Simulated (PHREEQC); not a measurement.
Synthetic water in mg/kgw, 25 °C, pH 6.57, pe 12.9: Na 1820; K 168; Ca 1.12; Mg 25.2; Cl 3140; S(6) as SO4 23.3; Alkalinity as HCO3 68.1; B 0.134.

Valence states are taken as typed.

Computed with PHREEQC (ion-association model, wateq4f.dat).

The ionic strength comes out as 0.0891 mol/kgw. What activity coefficients do Ca+2, KSO4-, HCO3-, Cl-, MgHCO3+ get?

Ca+2 0.40, KSO4- 0.79, HCO3- 0.79, Cl- 0.77, MgHCO3+ 0.78.

This is a speciation only: nothing precipitates in the calculation.
